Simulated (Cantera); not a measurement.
Standard-state values (1 bar) from the NASA 1993 polynomials, evaluated with Cantera. Values are per mole of reaction as written; species without (g) are pure solids or liquids, kept so even where they would boil at 1 bar.

Problem. Between 1125 and 1425 K, where is each reaction favourable under standard conditions?
- 3 F2(g) + 2 AlN → N2(g) + 2 AlF3(g)

Solution. 
- 3 F2(g) + 2 AlN → N2(g) + 2 AlF3(g): ΔG° is -1885 kJ at 1125 K and -1909 kJ at 1425 K; it stays negative (K > 1). ΔH° is -1798 kJ and ΔS° 78 J/K at 1425 K.
